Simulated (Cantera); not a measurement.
Ignition delay

Mixture: 10.4 % CH4, 18.8 % O2, 70.8 % N2, equivalence ratio 1.1, at 27.6 atm, adiabatic and at constant pressure. Ignition delay is the time to a rise of 400 K.

Cantera simulation using GRI-Mech 3.0 (53 species, 325 reactions); the numbers are that mechanism's predictions, not measurements. The pressure lies above the range GRI-Mech 3.0 was tuned for (to about 10 atm).

| T0 (K) | delay (ms) |
|---|---|
| 1275 | 0.662 |
| 1375 | 0.238 |
| 1475 | 0.0939 |
| 1575 | 0.0397 |
| 1675 | 0.0179 |
| 1775 | 0.00855 |
| 1875 | 0.00438 |
| 1975 | 0.00241 |
| 2075 | 0.00142 |

```yaml
apparent activation energy between 1875 and 2075 K: 180 kJ/mol
```
